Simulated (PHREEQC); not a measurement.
Consider water at 25 °C with 0.031 mol HBr, 0.0012 mol AlCl3 and 0.0027 mol MgCl2 per kg of water. Closed to the air; pH follows from the charge balance.

The numbers come from PHREEQC with the ion-association model, phreeqc.dat.

The pH is 1.58, the ionic strength comes out as 0.0463 mol/kgw and the specific conductance is 12500 µS/cm. The total alkalinity is -31.0 meq/kg.

```tsv
species	molality	activity	log γ
H+	0.0310	0.0266	-0.067
Br-	0.0310	0.0252	-0.091
Cl-	0.00900	0.00737	-0.087
Mg+2	0.00270	0.00133	-0.307
Al+3	0.00120	0.000299	-0.604
AlOH+2	2.32e-7	1.12e-7	-0.318
```

No solid was allowed to form.
